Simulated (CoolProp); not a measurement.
200 sccm (0 °C, 1 atm) of nitrogen bubbles through liquid n-undecane at 328 K and leaves saturated at a total pressure of 0.00639 MPa (ideal gas phase). Each further row changes one setting.

Values from CoolProp's reference Helmholtz-energy equation of state, Aleksandrov 2011. It is a short technical equation, of lower accuracy than the large ones.

```json
[
 {"case": "as stated", "vapour pressure (kPa)": "0.438", "mole fraction of vapour": "0.0685", "delivery (mg/min)": "103", "delivery (sccm)": "14.7", "change of delivery for a bath 1 K warmer (%)": "6.7"},
 {"case": "bath temperature 333 K", "vapour pressure (kPa)": "0.588", "mole fraction of vapour": "0.0920", "delivery (mg/min)": "141", "delivery (sccm)": "20.3", "change of delivery for a bath 1 K warmer (%)": "6.6"},
 {"case": "total pressure 0.0128 MPa", "vapour pressure (kPa)": "0.438", "mole fraction of vapour": "0.0342", "delivery (mg/min)": "49.4", "delivery (sccm)": "7.08", "change of delivery for a bath 1 K warmer (%)": "6.4"}
]
```
